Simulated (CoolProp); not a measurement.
Vapour-liquid equilibrium of carbon dioxide (1) + sulfur dioxide (2) at 226.3 K; x and y are mole fractions of (1).

The numbers come from the multi-fluid Helmholtz-energy mixture model, Span 1996 and Gao 2016; pair parameters Bell 2016 in CoolProp.

Problem. Give the bubble pressure and the first vapour's composition at x = 0.05, 0.25, 0.85. Is there an azeotrope?

Solution. x = 0.05: 65.41 kPa, y = 0.791; x = 0.25: 257.0 kPa, y = 0.955; x = 0.85: 663.8 kPa, y = 0.994. No azeotrope shows between x = 0.05 and 0.95.

Pair parameters are fitted to limited data, so mixtures are less certain than the pure fluids.
